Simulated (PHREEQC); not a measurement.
Make-up at 80 °C: 52 mmol/kgw Cu(NO3)2, 0.63 mmol/kgw HCl and 1.4 mmol/kgw H3BO3. It is in equilibrium with CO2 at log p = -1 (atm). Otherwise closed; pH follows from the charge balance.

Equilibrium calculation in PHREEQC: ion-association model, wateq4f.dat.

| quantity | before | after |
|---|---|---|
| pH | 3.27 | 3.71 |
| ionic strength (mol/kgw) | 0.156 | 0.156 |
| HCO3- (mol/kgw) | 1.47e-6 | 3.98e-6 |
| H2BO3- (mol/kgw) | 5.42e-9 | 1.47e-8 |

Task: Name the change that produced these shifts.
A) diluted 5-fold with water
B) diluted 100-fold with water
C) 0.043 mol/kgw Na2SO4 added
D) HCl left out
E) Cu(NO3)2 left out

Result: D, HCl left out

This is a speciation only: nothing precipitates in the calculation. Constants without temperature data keep their 25 °C values here.
